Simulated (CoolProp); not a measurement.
Vapour-liquid equilibrium of R125 (1) + cyclopropane (2) at 1110 kPa; x and y are mole fractions of (1).

Computed with CoolProp (multi-fluid Helmholtz-energy mixture model, Lemmon 2005 and Polt 1992; pair parameters Bell 2016). This equation is an older, rougher fit; its heat capacities, sound speeds and derivatives of the liquid may be far off and weren't checked against measurements.

```
x     bubble temperature, mixture model (°C)  bubble temperature, Raoult's law (°C)  y, mixture model  y, Raoult's law
----  --------------------------------------  -------------------------------------  ----------------  ---------------
0.05                                    35.0                                   39.9             0.167            0.090
0.15                                    26.6                                   36.6               [?]            0.250
0.25                                    22.1                                   33.6             0.471            0.387
0.35                                    19.5                                   30.8             0.539            0.505
0.45                                     [?]                                   28.3             0.592            0.608
0.55                                    16.6                                   25.9               [?]            0.699
0.65                                    15.9                                   23.7             0.695            0.779
0.75                                    15.5                                   21.6             0.759            0.851
0.85                                    15.6                                   19.7               [?]            0.915
0.95                                    16.3                                   17.9             0.939            0.973
```

**Question.** Fill in the missing entries.

**Answer.** 
- 0.15, y, mixture model: 0.365
- 0.45, bubble temperature, mixture model (°C): 17.8
- 0.55, y, mixture model: 0.642
- 0.85, y, mixture model: 0.837

The largest gap from Raoult's law is -11.5 K in bubble temperature, at x = 0.25. y crosses x between x = 0.75 and 0.85: the model has an azeotrope there.

The pair parameters rest on a limited set of measurements; away from them the model extrapolates.
